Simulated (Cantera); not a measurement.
A closed system holds: 1 mol CH3F, 0.59 mol F2, equilibrated at 1798 K and 0.260 bar.

Cantera equilibrium calculation (NASA polynomials, part measured and part estimated; ideal gas, pure solids and liquids). Candidate condensed phases: C, C6H6, C7H8, C8H18; 95 gas species. Kinetics and transport are ignored.

Base state: HF 0.842, H2 0.158, H 0.000275, C2H2 (acetylene) 2.73e-5 (mole fractions); condensed: C(graphite).

What changes in the equilibrium state with this change: temperature from 1798 K to 3023.15 K?


```csv
species,before,after
HF,0.842,0.788
H,0.000275,0.102
H2,0.158,0.0943
C3,<1e-9,0.00153
C2H,<1e-9,0.00121
CF,<1e-9,0.000667
C,<1e-9,0.000243
C2,<1e-9,0.000156
"C(graphite), mol",1.000,0.940
```

What changes in the equilibrium state with this change: CH3F replaced by CH3Cl?


```csv
species,before,after
HF,0.842,0.455
HCl,0,0.385
H2,0.158,0.158
Cl,0,0.000512
C2H2 (acetylene),2.73e-5,2.73e-5
H,0.000275,0.000275
"C(graphite), mol",1.000,1.000
```

What changes in the equilibrium state with this change: CH3F replaced by CF4?


```
species             before    after
----------------  --------  -------
F                  2.41e-7    0.540
CF4                  <1e-9    0.459
F2                   <1e-9  0.00110
HF                   0.842        0
H2                   0.158        0
H                 0.000275        0
C2H2 (acetylene)   2.73e-5        0
C(graphite), mol     1.000        0
```
Gases not in the tables: C2F6 and larger saturated fluorocarbons.
